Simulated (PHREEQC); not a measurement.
Dissolve 15 mmol/kgw FeSO4, 0.13 mmol/kgw CaCl2, 11 mmol/kgw NaF and 1.7 mmol/kgw NaCl at 25 °C. Closed to the air; pH follows from the charge balance.

All values are PHREEQC results (ion-association model, phreeqc.dat), not measurements.

The pH comes out as 6.45 and the ionic strength is 0.0549 mol/kgw. The specific conductance is 3290 µS/cm. The density is 1.000 g/cm³.

```csv
species,molality,activity,log γ
Na+,0.0124,0.0101,-0.086
SO4-2,0.0106,0.00476,-0.347
F-,0.0104,0.00841,-0.094
Fe+2,0.0104,0.00489,-0.327
FeSO4,0.00409,0.00414,0.005
Cl-,0.00195,0.00157,-0.092
FeF+,0.000504,0.000411,-0.088
```

This is a speciation only: nothing precipitates in the calculation. Saturation is exceeded, for instance for Fluorite; the values hold only as long as no solid forms. Species that the database lacks are ignored. Fluoro complexes past AlF4- and FeF3 are missing from the database.
